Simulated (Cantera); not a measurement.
A perfectly stirred reactor is fed with H2 : O2 : N2 = 1 : 0.82 : 3.08 (molar parts), at 7500 Torr; it is adiabatic with a 500 K inlet, and is followed from long to short residence time, starting on the burning branch (τ in s: 0.38, 0.13, 0.046, 0.016, 0.0056, 0.0019, 0.00068, 0.00024, 8.3e-05, 2.9e-05).

Model: GRI-Mech 3.0 (53 species, 325 reactions), integrated in Cantera. The hydrogen kinetics of GRI-Mech 3.0 are dated; newer H2 mechanisms differ, most at raised pressure.

**Question.** Predict: blow-out, bracketed by the residence times tried; x(H2) at τ = 0.380 s; x(O2) at τ = 0.380 s; x(H) at τ = 0.380 s; x(O) at τ = 0.380 s; x(NO2) at τ = 0.380 s; x(H2) at τ = 1.90 ms; x(O2) at τ = 1.90 ms; x(H) at τ = 1.90 ms; x(O) at τ = 1.90 ms; x(NO2) at τ = 1.90 ms.

**Answer.** blow-out, bracketed by the residence times tried: burning at 29.0 µs, the shortest tried
x(H2) at τ = 0.380 s: 9.50e-5
x(O2) at τ = 0.380 s: 0.0715
x(H) at τ = 0.380 s: 5.97e-6
x(O) at τ = 0.380 s: 6.87e-5
x(NO2) at τ = 0.380 s: 5.05e-6
x(H2) at τ = 1.90 ms: 0.000392
x(O2) at τ = 1.90 ms: 0.0722
x(H) at τ = 1.90 ms: 2.85e-5
x(O) at τ = 1.90 ms: 0.000162
x(NO2) at τ = 1.90 ms: 1.49e-7
